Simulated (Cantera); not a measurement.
**Thermodynamics of metals in furnace atmospheres, feed Cu + O2 + CO + NH3**

Charge: 1 mol Cu, 0.0043 mol O2, 28 mol CO, 0.63 mol NH3, equilibrated at 1150 K.

These are equilibrium values from Cantera (NASA tables, ideal gas, pure condensed phases), not measurements of a reactor. Candidate condensed phases: C, C6H6, C7H8, C8H18, Cu, CuO, Cu(OH)2, Cu2O, H2O; 139 gas species. Kinetics and transport are ignored.

| P (Pa) | log p CO | log p CO2 | log p H2 | log p H2O | log p N2 | n Cu(s) | n C(graphite) |
|---|---|---|---|---|---|---|---|
| 10 | -4.02 | -7.55 | -5.49 | -8.95 | -5.97 | 0.999 | 0 |
| 41 | -3.41 | -6.94 | -4.88 | -8.33 | -5.36 | 1.000 | 0 |
| 160 | -2.82 | -6.34 | -4.29 | -7.74 | -4.76 | 1.000 | 0 |
| 670 | -2.19 | -5.72 | -3.66 | -7.12 | -4.14 | 1.000 | 0 |
| 2700 | -1.59 | -4.58 | -3.06 | -5.98 | -3.54 | 1.000 | 0.0210 |
| 11000 | -0.98 | -3.36 | -2.45 | -4.76 | -2.92 | 1.000 | 0.111 |
| 45000 | -0.37 | -2.15 | -1.84 | -3.54 | -2.31 | 1.00 | 0.462 |
| 180000 | 0.21 | -0.99 | -1.24 | -2.36 | -1.69 | 1.00 | 1.64 |
| 740000 | 0.76 | 0.11 | -0.66 | -1.23 | -1.03 | 1.00 | 4.51 |
| 3000000 | 1.23 | 1.05 | -0.13 | -0.23 | -0.35 | 1.00 | 8.28 |
log p: log10 of the partial pressure in bar; n: condensed amount in mol.

From 10.0 Pa to 6.70 mbar the condensed part is Cu(s). From 27.0 mbar to 30.0 bar the condensed part is C(graphite) + Cu(s).
